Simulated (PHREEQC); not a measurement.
Consider water at 20 °C with 0.085 mol/kgw HF, 7.2e-05 mol/kgw NH4F and 0.00014 mol/kgw HCl. Closed to the air; pH follows from the charge balance.

Computed with PHREEQC (ion-association model, phreeqc.dat).

Each row changes one thing in this solution. This is a speciation only: nothing precipitates in the calculation.

| case | pH | ionic strength (mol/kgw) | HF (mol/kgw) | F- (mol/kgw) | HF2- (mol/kgw) |
|---|---|---|---|---|---|
| as made | 2.08 | 0.00922 | 0.0741 | 0.00713 | 0.00194 |
| HCl left out | 2.08 | 0.00914 | 0.0740 | ? | 0.00196 |
| diluted 5-fold with water | 2.49 | 0.00343 | 0.0135 | 0.00324 | 0.000160 |
| temperature from 20 to 5 °C | 2.03 | 0.0102 | 0.0731 | 0.00822 | ? |
| temperature from 20 to 50 °C | 2.18 | 0.00722 | 0.0762 | 0.00532 | ? |
| HCl from 0.00014 to 0.0007 mol/kgw | 2.06 | 0.00954 | 0.0743 | ? | 0.00190 |

Q: What belongs in the gaps?

A: 
- HCl left out, F- (mol/kgw): 0.00719
- temperature from 20 to 5 °C, HF2- (mol/kgw): 0.00187
- temperature from 20 to 50 °C, HF2- (mol/kgw): 0.00176
- HCl from 0.00014 to 0.0007 mol/kgw, F- (mol/kgw): 0.00694

Species that the database lacks are ignored. Away from 25 °C the constants follow the database's enthalpies or fits; those with neither stay at their 25 °C values.
